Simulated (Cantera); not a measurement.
**CH3SiH3 + C3H8 + H2 + CH4 (silicon carbide growth)**

Input: 1 mol CH3SiH3, 0.18 mol C3H8, 1.6 mol H2, 0.38 mol CH4, held at 18.0 mbar.

These are equilibrium values from Cantera (NASA tables, ideal gas, pure condensed phases), not measurements of a reactor. Candidate condensed phases: C, C6H6, C7H8, C8H18, Si, SiC; 87 gas species. The feed counts by its element totals alone. Gases not in the tables: Si2H6 and higher silanes. Kinetics and transport are ignored.

```csv
T (K),x H2,x H,x Si,x SiC2,x Si2C,x C2H2 (acetylene),x SiH,x CH4,n C(graphite),n SiC(s)
1025,0.999,3.25e-8,<1e-12,<1e-12,<1e-12,2.20e-9,<1e-12,0.00132,0.912,1.00
1175,1.000,9.14e-7,<1e-12,<1e-12,<1e-12,6.37e-8,<1e-12,0.000344,0.918,1.00
1325,1.000,1.22e-5,1.76e-11,<1e-12,<1e-12,8.51e-7,1.71e-11,0.000121,0.919,1.00
1475,1.000,9.67e-5,2.11e-9,2.96e-12,2.63e-12,6.67e-6,1.01e-9,5.23e-5,0.920,1.00
1625,0.999,0.000526,1.04e-7,4.84e-10,3.89e-10,3.55e-5,2.77e-8,2.64e-5,0.919,1.000
1775,0.998,0.00215,2.62e-6,3.29e-8,2.43e-8,0.000142,4.30e-7,1.50e-5,0.918,1.000
1925,0.992,0.00710,3.97e-5,1.14e-6,7.83e-7,0.000454,4.32e-6,9.26e-6,0.915,1.000
2075,0.979,0.0196,0.000405,2.35e-5,1.51e-5,0.00121,3.08e-5,6.04e-6,0.908,0.997
2225,0.947,0.0470,0.00301,0.000318,0.000192,0.00278,0.000166,4.02e-6,0.904,0.975
2375,0.873,0.0982,0.0173,0.00307,0.00176,0.00542,0.000700,2.55e-6,0.959,0.837
2525,0.699,0.175,0.0804,0.0224,0.0122,0.00839,0.00229,1.27e-6,1.35,0
```
x: gas mole fraction; n: condensed amount in mol.

From 1025 K to 2375 K the condensed part is C(graphite) + SiC(s). At 2525 K the condensed part is C(graphite).
